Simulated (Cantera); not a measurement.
# Stirred combustor or abatement burner

A perfectly stirred reactor is fed with CH4 : C2H6 : O2 : N2 : H2O = 1 : 1.4 : 5.31 : 20 : 5.7 (molar parts), at 101000 Pa; it is adiabatic with a 725 K inlet, and is followed from long to short residence time, starting on the burning branch (τ in s: 0.022, 0.0099, 0.0045, 0.002, 0.0009, 0.0004, 0.00018, 8.2e-05, 3.7e-05, 1.7e-05, 7.5e-06, 3.4e-06).

Cantera simulation using GRI-Mech 3.0 (53 species, 325 reactions); the numbers are that mechanism's predictions, not measurements.

| τ (s) | T (K) | x CH4 | x C2H6 | x O2 | x OH | x CH2CO | x CO2 |
|---|---|---|---|---|---|---|---|
| 0.022 | 2091 | 2.24e-5 | 1.09e-6 | 0.000424 | 0.00209 | 5.78e-7 | 0.0604 |
| 0.0099 | 2079 | 2.94e-5 | 2.12e-6 | 0.000709 | 0.00265 | 8.82e-7 | 0.0601 |
| 0.0045 | 2063 | 4.17e-5 | 4.10e-6 | 0.00115 | 0.00325 | 1.35e-6 | 0.0597 |
| 0.0020 | 2043 | 6.63e-5 | 8.20e-6 | 0.00186 | 0.00385 | 2.20e-6 | 0.0590 |
| 0.00090 | 2019 | 0.000117 | 1.69e-5 | 0.00297 | 0.00430 | 3.95e-6 | 0.0576 |
| 0.00040 | 1989 | 0.000240 | 3.79e-5 | 0.00499 | 0.00443 | 8.32e-6 | 0.0549 |
| 0.00018 | 1938 | 0.000628 | 0.000102 | 0.00975 | 0.00383 | 2.38e-5 | 0.0483 |
| 8.2e-5 | 725 | 0.0299 | 0.0419 | 0.159 | <1e-12 | <1e-12 | <1e-12 |
| 3.7e-5 | 725 | 0.0299 | 0.0419 | 0.159 | <1e-12 | <1e-12 | <1e-12 |
| 1.7e-5 | 725 | 0.0299 | 0.0419 | 0.159 | <1e-12 | <1e-12 | <1e-12 |
| 7.5e-6 | 725 | 0.0299 | 0.0419 | 0.159 | <1e-12 | <1e-12 | <1e-12 |
| 3.4e-6 | 725 | 0.0299 | 0.0419 | 0.159 | <1e-12 | <1e-12 | <1e-12 |
x: mole fraction; the columns are a selection and need not sum to one.
